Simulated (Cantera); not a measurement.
A jet of CH4 : O2 : N2 = 0.028 : 0.081 : 0.79 (molar parts), equivalence ratio 0.69 at 300 K and 0.306 atm hits a platinum plate 3.8 cm away at a mass flux of 0.024 kg/m²/s; the plate temperature is set and raised in steps from an oxygen-covered start.

Model: Deutschmann's 1995 Pt surface mechanism with GRI-Mech 3.0 gas chemistry, integrated in Cantera. Catalytic surfaces can have several steady states; this one follows from the mechanism file's or the stated starting coverage.

x: mole fraction at the wall; θ: surface coverage.

| plate T (K) | wall x CH4 | wall x O2 | wall x H2O | wall x OH | wall x CO | wall x CO2 | θ free Pt | θ O* | θ OH* |
|---|---|---|---|---|---|---|---|---|---|
| 850 | 0.0185 | 0.0633 | 0.0236 | <1e-8 | 4.63e-6 | 0.0155 | 0.116 | 0.882 | 0.00227 |
| 900 | 0.0109 | 0.0470 | 0.0379 | … | 3.97e-6 | 0.0248 | 0.182 | 0.815 | 0.00277 |
| 950 | 0.00633 | 0.0375 | 0.0461 | … | 3.25e-6 | 0.0304 | 0.256 | 0.742 | 0.00282 |
| 1000 | 0.00400 | 0.0326 | 0.0503 | … | 2.80e-6 | 0.0332 | 0.329 | 0.668 | 0.00264 |
| 1050 | 0.00275 | 0.0300 | 0.0525 | … | 2.57e-6 | 0.0346 | 0.401 | 0.597 | 0.00238 |
| 1100 | 0.00202 | 0.0286 | 0.0537 | … | 2.49e-6 | 0.0354 | 0.469 | 0.528 | 0.00210 |

**Question.** What belongs in the gaps?

**Answer.** 
- 900, wall x OH: 2.39e-8
- 950, wall x OH: 6.71e-8
- 1000, wall x OH: 1.71e-7
- 1050, wall x OH: 3.95e-7
- 1100, wall x OH: 8.36e-7
